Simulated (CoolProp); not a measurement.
Propane along the isotherm 620 K: fugacity coefficient from the reference equation and from simpler models built on Tc = 369.9 K, pc = 4.251 MPa, ω = 0.152; each cubic takes its own stable root.

Computed with CoolProp (reference Helmholtz-energy equation of state, Lemmon 2009).

| p (MPa) | phase | reference |
|---|---|---|
| 2.83 | gas | 0.9669 |
| 5.67 | supercritical | 0.9370 |
| 8.5 | supercritical | 0.9105 |
| 11.3 | supercritical | 0.8879 |
| 14.2 | supercritical | 0.8683 |
| 17 | supercritical | 0.8530 |
| 19.8 | supercritical | 0.8413 |
| 22.7 | supercritical | 0.8327 |
| 25.5 | supercritical | 0.8276 |
| 28.3 | supercritical | 0.8252 |
| 31.2 | supercritical | 0.8254 |
| 34 | supercritical | 0.8280 |
| 36.8 | supercritical | 0.8326 |
| 39.7 | supercritical | 0.8394 |
| 42.5 | supercritical | 0.8478 |

Q: How far does each simpler model (van der Waals, Soave-Redlich-Kwong) lie from the reference over these 15 states: mean and median of the absolute difference, and the worst?

A: 
- van der Waals: mean 8.9 %, median 10.2 %, worst -11.4 % at 620 K and 28.3 MPa
- Soave-Redlich-Kwong: mean 5.6 %, median 6.1 %, worst +9.4 % at 620 K and 42.5 MPa
